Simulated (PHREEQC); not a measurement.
Solution (88 °C): 3.8 mmol/kgw NH4HF2, 6.1 mmol/kgw H2SiF6 and 0.076 mmol/kgw H3BO3. Closed to the air; pH follows from the charge balance.

Model: ion-association model, wateq4f.dat, run in PHREEQC.

This is a speciation only: nothing precipitates in the calculation.

Q: Estimate the pH.

A: pH 2.33.

Q: In which forms is F present?

A: SiF6-2 55 %, HF 42 %, F- 2.0 %, BF4- 0.5 % of the F.

Saturation is exceeded, for instance for Quartz (slow to form), Chalcedony (slow to form); the values hold only as long as no solid forms. Species that the database lacks are ignored. At this temperature some constants are extrapolated from 25 °C, and those without enthalpy data are left unchanged. SiF6-2 is the database's only silicon fluoride. Real BF4- forms and hydrolyses slowly; the run takes it at equilibrium.
